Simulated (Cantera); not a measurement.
Ignition delay

Mixture: 18.7 % CO, 0.637 % H2, 9.75 % CH4, 13.9 % O2, 52.3 % N2, 4.69 % H2O, equivalence ratio 2.1, at 4.93 atm, adiabatic and at constant volume. Ignition delay is the time to a rise of 400 K.

Detailed kinetics in Cantera: GRI-Mech 3.0 (53 species, 325 reactions). Below about 1000 K GRI-Mech 3.0 lacks low-temperature oxidation paths. Below about 950 K walls govern HO2 and H2O2 in real vessels.

```csv
T0 (K),delay (ms)
948,488
1048,106
1148,26.8
1248,7.52
1348,2.28
1448,0.744
```

```
Property                                                Result
--------------------------------------------------  ----------
apparent activation energy between 1248 and 1448 K  170 kJ/mol
```
